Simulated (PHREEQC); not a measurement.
**Brine (model solution)**

Solution (25 °C): 0.95 mol/kgw LiCl and 1.9 mol/kgw MgSO4. Closed to the air; pH follows from the charge balance.

Computed with PHREEQC (Pitzer model, pitzer.dat).

Precipitation was switched off in this run.

Task: What activity of water does the model give?

Result: activity of water 0.901.

Species that the database lacks are ignored.
